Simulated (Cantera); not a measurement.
Pb + H2 + O2 (iron carbonyl, mercury and lead vapours)

Feed: 1 mol Pb, 0.25 mol H2, 0.4 mol O2, held at 750 Torr.

Equilibrium computed with Cantera from the NASA thermochemical tables; the gas is ideal and each condensed phase is pure. Candidate condensed phases: H2O, Pb, PbO, PbO2, Pb3O4; 12 gas species. Each liquid is taken as pure. Mutual solubility and eutectic melting of coexisting phases are not modelled. Equilibrium is a limit: real reactors are often held back by kinetics, nucleation or transport.

| T (K) | log p H2O | log p Pb | log p H2 | log p PbO | log p OH | log p Pb2 | log p H | n Pb(l) | n PbO(yellow) | n PbO(l) |
|---|---|---|---|---|---|---|---|---|---|---|
| 900 | 0.00 | -5.86 | -4.00 | -8.13 | -10.96 | <-12 | -11.93 | 0.450 | 0.550 | 0 |
| 925 | 0.00 | -5.57 | -3.96 | -7.69 | -10.53 | -11.60 | -11.56 | 0.450 | 0.550 | 0 |
| 950 | 0.00 | -5.30 | -3.91 | -7.28 | -10.13 | -11.14 | -11.21 | 0.450 | 0.550 | 0 |
| 975 | 0.00 | -5.04 | -3.87 | -6.89 | -9.75 | -10.71 | -10.88 | 0.450 | 0.550 | 0 |
| 1000 | 0.00 | -4.79 | -3.83 | -6.52 | -9.38 | -10.29 | -10.56 | 0.450 | 0.550 | 0 |
| 1025 | 0.00 | -4.56 | -3.79 | -6.16 | -9.04 | -9.90 | -10.26 | 0.450 | 0.550 | 0 |
| 1050 | 0.00 | -4.33 | -3.76 | -5.83 | -8.71 | -9.53 | -9.97 | 0.450 | 0.550 | 0 |
| 1075 | 0.00 | -4.12 | -3.72 | -5.51 | -8.39 | -9.17 | -9.69 | 0.450 | 0.550 | 0 |
| 1100 | 0.00 | -3.92 | -3.69 | -5.21 | -8.10 | -8.83 | -9.43 | 0.450 | 0.550 | 0 |
| 1125 | 0.00 | -3.72 | -3.65 | -4.92 | -7.81 | -8.51 | -9.18 | 0.450 | 0.550 | 0 |
| 1150 | 0.00 | -3.54 | -3.62 | -4.64 | -7.54 | -8.20 | -8.94 | 0.450 | 0.550 | 0 |
| 1175 | 0.00 | -3.36 | -3.57 | -4.39 | -7.28 | -7.90 | -8.70 | 0.450 | 0 | 0.550 |
| 1200 | 0.00 | -3.19 | -3.52 | -4.17 | -7.04 | -7.62 | -8.46 | 0.450 | 0 | 0.550 |
log p: log10 of the partial pressure in bar; n: condensed amount in mol.

From 900 K to 1150 K the condensed part is Pb(l) + PbO(yellow). From 1175 K to 1200 K the condensed part is Pb(l) + PbO(l). The main Pb-bearing gas is Pb throughout.
